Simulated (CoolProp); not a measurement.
A single-stage vapour-compression cycle with neopentane: evaporating at 284.15 K (dew point), condensing at 345.15 K (bubble point), superheat 0 K, subcooling 2 K, compressor efficiency 0.65, no pressure losses. Each further row changes one setting.

The numbers come from the reference Helmholtz-energy equation of state, Lemmon 2006 in CoolProp. It is a short technical equation, of lower accuracy than the large ones.

```csv
case,cooling COP,pressure ratio,discharge temperature (K),refrigerating effect (kJ/kg),volumetric capacity (kJ/m³)
as stated,2.07,5.75,345.1,172,589
evaporating temperature 289.15 K,2.38,4.83,345.1,179,723
condensing temperature 340.15 K,2.37,5.11,340.1,185,633
subcooling 7 K,2.22,5.75,345.1,185,633
superheat 10 K,2.14,5.75,351.4,189,621
compressor efficiency 0.55,1.75,5.75,348.2,172,589
```

The compression ends wet for: as stated; evaporating temperature 289.15 K; condensing temperature 340.15 K; subcooling 7 K.
